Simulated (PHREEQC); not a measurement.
Solution (25 °C): 0.0019 mol CuSO4, 0.02 mol HCl and 0.017 mol KCl per kg of water. Closed to the air; pH follows from the charge balance.

Computed with PHREEQC (ion-association model, wateq4f.dat).

Each row changes one thing in this solution. No solid was allowed to form.

```tsv
case	pH	ionic strength (mol/kgw)
as made	1.78	0.0423
diluted 2-fold with water	2.07	0.0214
temperature from 25 to 55 °C	1.79	0.0414
HCl from 0.02 to 0.004 mol/kgw	2.49	0.0272
CuSO4 replaced by K2SO4 at the same molality	1.78	0.0408
CuSO4 left out	[?]	[?]
0.0065 mol/kgw Na2CO3 added	[?]	0.0430
```

**Question.** Fill in the missing entries.

**Answer.** 
- CuSO4 left out, pH: 1.76
- CuSO4 left out, ionic strength (mol/kgw): 0.0370
- 0.0065 mol/kgw Na2CO3 added, pH: 2.25

At this temperature some constants are extrapolated from 25 °C, and those without enthalpy data are left unchanged.
